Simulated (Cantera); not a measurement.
Feed: 1 mol PbO, 0.61 mol CO, 1.1 mol N₂, held at 1023.15 K.

Cantera equilibrium calculation (NASA polynomials, part measured and part estimated; ideal gas, pure solids and liquids). Candidate condensed phases: C, Pb, PbO, PbO₂, Pb₃O₄; 27 gas species. Mutual solubility and eutectic melting of coexisting phases are not modelled. Rates play no part.

log p: log10 of the partial pressure in bar; n: condensed amount in mol.

```
P (Pa)   log p N₂  log p CO₂  log p Pb  log p PbO  log p CO  log p Pb₂  log p O₂  n PbO(yellow)  n Pb(l)
-------  --------  ---------  --------  ---------  --------  ---------  --------  -------------  -------
10          -4.33      -4.58     -4.58      -6.19         ?      -9.95    -11.92          0.375        0
52          -3.50      -3.76     -4.57      -6.19         ?      -9.93    -11.94          0.388    0.517
270         -2.76      -3.02     -4.57      -6.19         ?      -9.93    -11.94          0.390    0.593
1400        -2.05      -2.30     -4.57      -6.19         ?      -9.93    -11.94          0.390    0.607
7200        -1.33      -1.59     -4.57      -6.19         ?      -9.93    -11.94          0.390    0.609
37000       -0.62      -0.88     -4.57      -6.19         ?      -9.93    -11.94          0.390    0.610
190000       0.09      -0.17     -4.57      -6.19         ?      -9.93      <-11          0.390    0.610
1000000      0.81       0.55     -4.57      -6.19         ?      -9.93      <-11          0.390    0.610
```

### Question
Complete the blanks.

### Answer

- 10, log p CO: -8.51
- 52, log p CO: -7.67
- 270, log p CO: -6.93
- 1400, log p CO: -6.21
- 7200, log p CO: -5.50
- 37000, log p CO: -4.79
- 190000, log p CO: -4.08
- 1000000, log p CO: -3.36
